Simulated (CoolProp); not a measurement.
Vapour-liquid equilibrium of sulfur dioxide (1) + toluene (2) at 325.1 K; x and y are mole fractions of (1).

The numbers come from the multi-fluid Helmholtz-energy mixture model, Gao 2016 and Lemmon 2006; pair parameters Bell 2016 in CoolProp.

```tsv
x	bubble pressure, mixture model (MPa)	bubble pressure, Raoult's law (MPa)	y, mixture model	y, Raoult's law
0.05	0.04387	0.05709	0.707	0.778
0.15	0.1177	0.1446	0.900	0.922
0.25	0.2039	0.2321	0.948	0.957
0.35	0.2964	0.3195	0.968	0.973
0.45	0.3903	0.4070	0.979	0.982
0.55	0.4823	0.4945	0.986	0.988
0.65	0.5713	0.5820	0.990	0.992
0.75	0.6586	0.6695	0.993	0.995
0.85	0.7467	0.7570	0.996	0.997
0.95	0.8392	0.8444	0.999	0.999
```

The largest gap from Raoult's law is -23.2 % in bubble pressure, at x = 0.05. No azeotrope shows between x = 0.05 and 0.95.

Pair parameters are fitted to limited data, so mixtures are less certain than the pure fluids.
